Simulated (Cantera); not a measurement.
An adiabatic, constant-volume homogeneous reactor starts with CH₄ : H₂ : O₂ : N₂ = 1 : 0.057 : 2.31 : 8.67 (molar parts), equivalence ratio 0.88, at 1300 K and 450000 Pa. Integrator tolerance rtol = 1e-08.

Model: GRI-Mech 3.0 (53 species, 325 reactions), integrated in Cantera.

Question: What does this change do: pressure from 450000 Pa to 1800000 Pa?

Answer: 
| quantity | before | after |
|---|---|---|
| time of steepest temperature rise | 1.78 ms | 0.421 ms |
| temperature at 0.400 s | 2915 K | 3008 K |
| equilibrium temperature | 2915 K | 3008 K |
| x(CH₄) at 0.400 s | <1e-12 (gas-phase equilibrium <1e-12) | <1e-12 (gas-phase equilibrium <1e-12) |
| x(H₂) at 0.400 s | 0.00929 (gas-phase equilibrium 0.00929) | 0.00695 (gas-phase equilibrium 0.00695) |
| x(O₂) at 0.400 s | 0.0272 (gas-phase equilibrium 0.0272) | 0.0243 (gas-phase equilibrium 0.0243) |
| x(O) at 0.400 s | 0.00432 (gas-phase equilibrium 0.00432) | 0.00280 (gas-phase equilibrium 0.00280) |
| x(CH₂CO) at 0.400 s | <1e-12 (gas-phase equilibrium <1e-12) | <1e-12 (gas-phase equilibrium <1e-12) |
| x(CO) at 0.400 s | 0.0254 (gas-phase equilibrium 0.0254) | 0.0206 (gas-phase equilibrium 0.0206) |
The pressure lies above the range GRI-Mech 3.0 was tuned for (to about 10 atm). Above 3000 K some thermodynamic fits are extrapolated.

Question: What does this change do: pressure from 450000 Pa to 2500000 Pa?

Answer: 
| quantity | before | after |
|---|---|---|
| time of steepest temperature rise | 1.78 ms | 0.295 ms |
| temperature at 0.400 s | 2915 K | 3029 K |
| equilibrium temperature | 2915 K | 3029 K |
| x(CH₄) at 0.400 s | <1e-12 (gas-phase equilibrium <1e-12) | <1e-12 (gas-phase equilibrium <1e-12) |
| x(H₂) at 0.400 s | 0.00929 (gas-phase equilibrium 0.00929) | 0.00644 (gas-phase equilibrium 0.00644) |
| x(O₂) at 0.400 s | 0.0272 (gas-phase equilibrium 0.0272) | 0.0236 (gas-phase equilibrium 0.0236) |
| x(O) at 0.400 s | 0.00432 (gas-phase equilibrium 0.00432) | 0.00251 (gas-phase equilibrium 0.00251) |
| x(CH₂CO) at 0.400 s | <1e-12 (gas-phase equilibrium <1e-12) | <1e-12 (gas-phase equilibrium <1e-12) |
| x(CO) at 0.400 s | 0.0254 (gas-phase equilibrium 0.0254) | 0.0195 (gas-phase equilibrium 0.0195) |
The pressure lies above the range GRI-Mech 3.0 was tuned for (to about 10 atm). Above 3000 K some thermodynamic fits are extrapolated.
